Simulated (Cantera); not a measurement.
A closed system holds: 1 mol CaO, 2.2 mol NF₃, 21 mol N₂, held at 1673 K and 13.3 mbar.

Method: chemical equilibrium by Gibbs-energy minimisation in Cantera with the NASA 1993 tables (ideal gas, pure condensed phases). Candidate condensed phases: Ca, CaF₂, CaO; 22 gas species. Rates play no part.

Base state: N₂ 0.809, F 0.168, O₂ 0.0179, CaF₂ 0.00423, NO 0.000773, O 3.87e-5, F₂ 1.27e-5 (mole fractions); condensed: CaF₂(s).

Q: What changes in the equilibrium state with this change: CaO replaced by MgO?

A: 
```tsv
species	before	after
N₂	0.809	0.783
F	0.168	0.163
MgF₂	0	0.0354
O₂	0.0179	0.0173
CaF₂	0.00423	0
Mg₂F₄	0	1.03e-5
F₂	1.27e-5	1.19e-5
NO	0.000773	0.000749
O	3.87e-5	3.81e-5
CaF₂(s), mol	0.884	0
```
Further candidate phases: Mg, MgF₂, MgO.
